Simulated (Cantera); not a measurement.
Gas mixture: 27.5 % N₂O, 72.5 % O₂, at 20.0 Torr, frozen composition.

Cantera's kinetic-theory transport with the Lennard-Jones parameters of GRI-Mech 3.0, ideal gas; thermal conductivity in the multicomponent form.

One state of this run: ρ (kg/m³) = 0.0162; cp (J/kg/K) = 1072; μ (µPa s) = 35.5; λ (mW/m/K) = 52.6; Pr = 0.723; D (cm²/s) N₂ = 31.6; D (cm²/s) OH = 48.7; D (cm²/s) NH₃ = 37.4. D: mixture-averaged diffusion coefficient of that species in the mixture.

Q: Which value of T (K) does it belong to?
A) 500
B) 800
C) 400
D) 700

A: D, 700
